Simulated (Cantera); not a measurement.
Charge: 1 mol TiO2, 2.5 mol C, 0.69 mol H2, 0.64 mol H2O, equilibrated at 0.100 bar.

Cantera equilibrium calculation (NASA polynomials, part measured and part estimated; ideal gas, pure solids and liquids). Candidate condensed phases: C, C6H6, C7H8, C8H18, H2O, Ti, TiC, TiO, TiO2, Ti2O3, Ti3O5, Ti4O7; 113 gas species. Mutual solubility and eutectic melting of coexisting phases are not modelled. TiC: taken at fixed stoichiometry. Rates play no part.

At 1698 K, list the 4 most abundant gas species with their mole fractions, and the condensed phases.

CO 0.595, H2 0.404, H 0.000291, H2O 0.000120. Condensed: TiC(s) + Ti2O3(s).
